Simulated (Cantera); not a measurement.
Input: 1 mol Si3N4, 0.73 mol N2O, 2.5 mol N2, held at 133 Pa.

Method: chemical equilibrium by Gibbs-energy minimisation in Cantera with the NASA 1993 tables (ideal gas, pure condensed phases). Candidate condensed phases: Si, SiO2, Si2N2O, Si3N4; 16 gas species. The tables' values for SiN are old estimates; treat these amounts as uncertain. Rates play no part. All values below are at 1848 K.

Base state: N2 0.873, SiO 0.122, Si 0.00471, Si2N 9.45e-5, SiN 6.19e-5, Si2 3.27e-5 (mole fractions); condensed: Si(l).

### Question
What changes in the equilibrium state with this change: pressure from 133 Pa to 1330 Pa?

### Answer
| species | before | after |
|---|---|---|
| N2 | 0.873 | 0.920 |
| SiO | 0.122 | 0.0790 |
| Si | 0.00471 | 0.000471 |
| Si2 | 3.27e-5 | 3.27e-6 |
| Si2N | 9.45e-5 | 3.07e-5 |
| SiN | 6.19e-5 | 2.01e-5 |
| Si(l), mol | 2.24 | 1.96 |
| Si2N2O(s), mol | 0 | 0.307 |
Mutual solubility and eutectic melting of coexisting phases are not modelled.
